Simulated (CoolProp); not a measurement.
Vapour-liquid equilibrium of propane (1) + R236EA (2) at 293.4 K; x and y are mole fractions of (1).

Model: multi-fluid Helmholtz-energy mixture model, Lemmon 2009 and Rui 2013; pair parameters Bell 2016, in CoolProp.

| x | bubble pressure (MPa) | y at the bubble point | dew pressure at overall composition x (MPa) | liquid density (mol/L) |
|---|---|---|---|---|
| 0.05 | 0.2909 | 0.408 | … | 9.529 |
| 0.2 | 0.5383 | 0.698 | 0.2171 | … |
| 0.35 | … | 0.772 | … | … |
| 0.5 | … | 0.806 | 0.3416 | 10.02 |
| 0.65 | 0.7714 | … | 0.4735 | 10.27 |
| 0.8 | 0.8102 | 0.875 | 0.7190 | 10.63 |
| 0.95 | 0.8398 | … | 0.8390 | 11.13 |

Problem. What belongs in the gaps?

Solution. 
- 0.05, dew pressure at overall composition x (MPa): 0.1831
- 0.2, liquid density (mol/L): 9.676
- 0.35, bubble pressure (MPa): 0.6650
- 0.35, dew pressure at overall composition x (MPa): 0.2659
- 0.35, liquid density (mol/L): 9.832
- 0.5, bubble pressure (MPa): 0.7289
- 0.65, y at the bubble point: 0.834
- 0.95, y at the bubble point: 0.956

No azeotrope shows between x = 0.05 and 0.95.

The pair parameters rest on a limited set of measurements; away from them the model extrapolates. With so large a gap from Raoult's law the liquid may split in two, which this calculation doesn't test in full.
